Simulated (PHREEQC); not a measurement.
Dissolve 0.021 mol/kgw Cu(NO3)2, 0.13 mol/kgw HNO3 and 0.00013 mol/kgw FeCl3 at 82 °C. Closed to the air; pH follows from the charge balance.

Model: ion-association model, wateq4f.dat, run in PHREEQC.

| quantity | before | after |
|---|---|---|
| pH | 0.99 | 1.28 |
| Cl- (mol/kgw) | 0.000332 | 0.000176 |
| CuCl+ (mol/kgw) | 5.65e-5 | 1.87e-5 |
| CuCl2 (mol/kgw) | 7.72e-9 | 1.62e-9 |
| CuOH+ (mol/kgw) | 8.66e-10 | 9.68e-10 |
| Cu2(OH)2+2 (mol/kgw) | 6.77e-11 | 7.99e-11 |
| SI of Tenorite (CuO) | -6.05 | -5.69 |
| SI of Cu(OH)2 (Cu(OH)2) | -7.08 | -6.71 |

**Question.** Which change was made?
A) Cu(NO3)2 from 0.021 to 0.0189 mol/kgw
B) FeCl3 replaced by AlCl3 at the same molality
C) diluted 2-fold with water
D) FeCl3 from 0.00013 to 0.0013 mol/kgw

**Answer.** C, diluted 2-fold with water

Precipitation was switched off in this run. Some of these states are supersaturated (in Hematite (slow to form), Goethite (slow to form), for instance). Constants without temperature data keep their 25 °C values here.
